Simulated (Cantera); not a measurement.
Feed: 1 mol B₂O₃, a varied amount of HF, 0.2 mol H₂, held at 1373 K and 0.0300 bar.

Cantera equilibrium calculation (NASA polynomials, part measured and part estimated; ideal gas, pure solids and liquids). Candidate condensed phases: B, B₂O₃, B₃O₃H₃, H₂O; 43 gas species. Gases not in the tables: H₃BO₃. Equilibrium is a limit: real reactors are often held back by kinetics, nucleation or transport.

Question: At 33 mol HF, list the 6 most abundant gas species with their mole fractions, and the condensed phases.

Answer: HF 0.844, H₂O 0.0878, BF₃ 0.0571, H₂ 0.00618, BOF 0.00458, HBO₂ 0.000152. Condensed: gas only.
